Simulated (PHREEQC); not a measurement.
**Acid mine or pickling water**

Model water analysis in mmol/kgw, 10 °C, pH 1.81, pe 8.3:

```
constituent  mmol/kgw
-----------  --------
Na               5.99
K                3.65
Ca               9.44
Mg               0.73
Cl               11.5
S(6)             24.8
Zn             0.0306
```

Valence states are taken as typed.

Model: ion-association model, wateq4f.dat, run in PHREEQC.

Each row changes one thing in this solution. This is a speciation only: nothing precipitates in the calculation.

```tsv
case	ionic strength (mol/kgw)	SO4-2 (mol/kgw)	HSO4- (mol/kgw)	Ca+2 (mol/kgw)	CaSO4 (mol/kgw)	Mg+2 (mol/kgw)	SI of Gypsum (CaSO4:2H2O)	SI of Halite (NaCl)
as made	0.0642	0.0133	0.00795	0.00635	0.00281	0.000517	-0.19	-5.91
all concentrations times 2 at the same typed pH	0.115	___	0.0139	0.0112	___	0.000919	+0.21	___
K from 3.65 to 10.9 mmol/kgw	0.0679	0.0133	0.00784	0.00642	___	0.000521	-0.20	-5.91
```

Task: Fill in the missing entries.

Result: 
- all concentrations times 2 at the same typed pH, SO4-2 (mol/kgw): 0.0266
- all concentrations times 2 at the same typed pH, CaSO4 (mol/kgw): 0.00697
- all concentrations times 2 at the same typed pH, SI of Halite (NaCl): -5.35
- K from 3.65 to 10.9 mmol/kgw, CaSO4 (mol/kgw): 0.00275

Some of these states are supersaturated (in Gypsum, for instance). At this temperature some constants are extrapolated from 25 °C, and those without enthalpy data are left unchanged.
